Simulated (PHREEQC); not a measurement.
A solution holds 0.001 mol/kgw K2CO3, 0.01 mol/kgw Fe(NO3)3 and 0.0036 mol/kgw CuSO4, at 20 °C. Closed to the air; pH follows from the charge balance.

Model: ion-association model, phreeqc.dat, run in PHREEQC.

This is a speciation only: nothing precipitates in the calculation.

Question: Order these S species by the share of S that they hold, largest first: CuSO4, FeSO4+, SO4-2, HSO4-, Fe(SO4)2-.

Answer: FeSO4+ (70 %), SO4-2 (22 %), CuSO4 (3.2 %), HSO4- (2.8 %), Fe(SO4)2- (1.1 %)

The pH is 2.58 and the ionic strength 0.0534 mol/kgw. Examples of supersaturated solids here: Jarosite-K, Hematite (slow to form). Others may be too.
